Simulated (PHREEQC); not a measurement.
A made-up water analysis in mg/kgw, 40 °C, pH 6.34: Na 2660; K 353; Ca 131; Mg 111; Cl 4510; S(6) as SO4 491; Alkalinity as HCO3 0.00324; Si as SiO2 2.41; B 0.166.

Cl is adjusted to close the charge balance.
Valence states are taken as typed.

Model: Pitzer model, pitzer.dat, run in PHREEQC.

```json
[
 {"quantity": "HCO3- (mol/kgw)", "before": "5.76e-7", "after": "2.20e-6"},
 {"quantity": "CO2 (mol/kgw)", "before": "4.03e-7", "after": "4.86e-6"},
 {"quantity": "HSO4- (mol/kgw)", "before": "1.07e-7", "after": "3.39e-7"},
 {"quantity": "H3SiO4- (mol/kgw)", "before": "3.13e-8", "after": "9.90e-9"},
 {"quantity": "MgOH+ (mol/kgw)", "before": "1.91e-8", "after": "6.05e-9"},
 {"quantity": "CO3-2 (mol/kgw)", "before": "2.37e-10", "after": "2.86e-10"},
 {"quantity": "SI of Gypsum (CaSO4:2H2O)", "before": "-1.32", "after": "-1.32"},
 {"quantity": "SI of Halite (NaCl)", "before": "-3.68", "after": "-3.68"}
]
```

Problem. What was changed between the two runs?
(A) Ca from 131 to 393 mg/kgw
(B) pH from 6.34 to 5.5 at the same alkalinity
(C) all concentrations times 2 at the same typed pH
(D) pH from 6.34 to 5.84 at the same alkalinity

Solution. D, pH from 6.34 to 5.84 at the same alkalinity

This is a speciation only: nothing precipitates in the calculation. Away from 25 °C the constants follow the database's enthalpies or fits; those with neither stay at their 25 °C values.
